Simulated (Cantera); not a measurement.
A Cantera script and what it prints.

```python
import numpy as np
import cantera as ct

gas_names = """
    H HNO HNO2 HNO3 HO2 H2 H2O H2O2 H2S H2SO4 N NH NH2 NH3 NH2OH NO NO2 NO3 N2 N2H2 N2H4 N2O O OH O2 O3
    S SH SN SO SO2 SO3 S2 S2O S8
""".split()
cond_names = """
    H2O(s) H2O(L) H2SO4(L) S(cr1) S(cr2) S(L)
""".split()


def load(file, names, dense=False):
    # The tables refer to 1 bar. Condensed volumes are neglected.
    table = {s.name: s for s in ct.Species.list_from_file(file)}
    out = []
    for n in names:
        d = dict(table[n].input_data)
        d["thermo"] = dict(d["thermo"], **{"reference-pressure": 1e5})
        if dense:
            d["equation-of-state"] = {"model": "constant-volume", "density": "1e6 g/cm^3"}
        out.append(ct.Species.from_dict(d))
    return out


gas = ct.Solution(thermo="ideal-gas", species=load("nasa_gas.yaml", gas_names))
cond = {s.name: ct.Solution(thermo="fixed-stoichiometry", species=[s], name=s.name)
        for s in load("nasa_condensed.yaml", cond_names, dense=True)}
atoms = {
    'H2S': {'H': 2, 'S': 1},
    'H2O': {'H': 2, 'O': 1},
    'N2': {'N': 2},
}
top_T = {}  # K; cautious upper limits of use, not melting points


def equilibrate(T, P, feed):
    n = {}
    for name, mol in feed.items():
        for a, k in atoms[name].items():
            n[a] = n.get(a, 0.0) + k * mol
    gas.TPX = T, P, n
    mass = sum(n.values()) * gas.mean_molecular_weight
    gas.equilibrate("TP")
    valid = [c for c in cond.values() if c.min_temp <= T <= top_T.get(c.name, c.max_temp)]
    mix = ct.Mixture([(gas, mass / gas.mean_molecular_weight)] + [(c, 0.0) for c in valid])
    mix.T, mix.P = T, P
    mix.equilibrate("TP", solver="vcs", rtol=1e-11, max_steps=5000)
    return mix


results = []
feed = {'H2S': 1, 'H2O': 3.4, 'N2': 14}  # mol
P = 240000  # Pa
for T in [2525, 2575, 2625, 2675, 2725, 2775, 2825, 2875, 2925, 2975]:
    mix = equilibrate(T, P, feed)
    results.append((T, P, feed, dict(zip(mix.species_names, mix.species_moles))))
    x = sorted(zip(gas.X, gas.species_names), reverse=True)
    print(f"T = {T:g} K  P = {P:g} Pa  gas = {mix.phase_moles(0):.4g} mol")
    print("   x: " + "  ".join(f"{s} {v:.3e}" for v, s in x if v > 0.0001))
    print("   condensed (mol): " + ("  ".join(f"{mix.phase(i).name} {mix.phase_moles(i):.4g}"
          for i in range(1, mix.n_phases) if mix.phase_moles(i) > 1e-12) or "none"))
```

It prints:

```
T = 2525 K  P = 240000 Pa  gas = 19.28 mol
   x: N2 7.261e-01  H2O 1.251e-01  H2 9.533e-02  SO2 1.800e-02  SO 1.315e-02  S2 5.814e-03  H 5.587e-03  SH 4.224e-03  S 2.393e-03  H2S 2.146e-03  OH 1.563e-03  NO 2.857e-04  S2O 1.520e-04
   condensed (mol): none
T = 2575 K  P = 240000 Pa  gas = 19.31 mol
   x: N2 7.247e-01  H2O 1.228e-01  H2 9.650e-02  SO2 1.811e-02  SO 1.428e-02  H 6.945e-03  S2 5.103e-03  SH 4.260e-03  S 2.744e-03  OH 1.992e-03  H2S 1.872e-03  NO 3.802e-04  S2O 1.376e-04
   condensed (mol): none
T = 2625 K  P = 240000 Pa  gas = 19.35 mol
   x: N2 7.231e-01  H2O 1.206e-01  H2 9.744e-02  SO2 1.814e-02  SO 1.537e-02  H 8.555e-03  S2 4.442e-03  SH 4.262e-03  S 3.110e-03  OH 2.514e-03  H2S 1.628e-03  NO 5.011e-04  O 1.423e-04  S2O 1.234e-04
   condensed (mol): none
T = 2675 K  P = 240000 Pa  gas = 19.4 mol
   x: N2 7.213e-01  H2O 1.184e-01  H2 9.814e-02  SO2 1.808e-02  SO 1.641e-02  H 1.044e-02  SH 4.232e-03  S2 3.837e-03  S 3.485e-03  OH 3.147e-03  H2S 1.410e-03  NO 6.542e-04  O 2.143e-04  S2O 1.098e-04  O2 1.046e-04
   condensed (mol): none
T = 2725 K  P = 240000 Pa  gas = 19.45 mol
   x: N2 7.194e-01  H2O 1.161e-01  H2 9.860e-02  SO2 1.795e-02  SO 1.739e-02  H 1.265e-02  SH 4.174e-03  OH 3.904e-03  S 3.867e-03  S2 3.293e-03  H2S 1.219e-03  NO 8.463e-04  O 3.181e-04  O2 1.510e-04
   condensed (mol): none
T = 2775 K  P = 240000 Pa  gas = 19.5 mol
   x: N2 7.173e-01  H2O 1.137e-01  H2 9.884e-02  SO 1.830e-02  SO2 1.775e-02  H 1.519e-02  OH 4.803e-03  S 4.252e-03  SH 4.093e-03  S2 2.813e-03  NO 1.085e-03  H2S 1.051e-03  O 4.656e-04  O2 2.152e-04
   condensed (mol): none
T = 2825 K  P = 240000 Pa  gas = 19.56 mol
   x: N2 7.150e-01  H2O 1.112e-01  H2 9.887e-02  SO 1.913e-02  H 1.812e-02  SO2 1.746e-02  OH 5.856e-03  S 4.641e-03  SH 3.995e-03  S2 2.396e-03  NO 1.377e-03  H2S 9.051e-04  O 6.723e-04  O2 3.026e-04
   condensed (mol): none
T = 2875 K  P = 240000 Pa  gas = 19.63 mol
   x: N2 7.123e-01  H2O 1.085e-01  H2 9.871e-02  H 2.146e-02  SO 1.989e-02  SO2 1.710e-02  OH 7.076e-03  S 5.035e-03  SH 3.887e-03  S2 2.039e-03  NO 1.732e-03  O 9.572e-04  H2S 7.799e-04  O2 4.197e-04
   condensed (mol): none
T = 2925 K  P = 240000 Pa  gas = 19.7 mol
   x: N2 7.094e-01  H2O 1.055e-01  H2 9.838e-02  H 2.525e-02  SO 2.057e-02  SO2 1.666e-02  OH 8.470e-03  S 5.437e-03  SH 3.775e-03  NO 2.155e-03  S2 1.739e-03  O 1.344e-03  H2S 6.729e-04  O2 5.731e-04
   condensed (mol): none
T = 2975 K  P = 240000 Pa  gas = 19.79 mol
   x: N2 7.060e-01  H2O 1.022e-01  H2 9.791e-02  H 2.952e-02  SO 2.117e-02  SO2 1.613e-02  OH 1.004e-02  S 5.853e-03  SH 3.664e-03  NO 2.653e-03  O 1.860e-03  S2 1.489e-03  O2 7.698e-04  H2S 5.823e-04
   condensed (mol): none
```

Cantera equilibrium calculation (NASA polynomials, part measured and part estimated; ideal gas, pure solids and liquids).
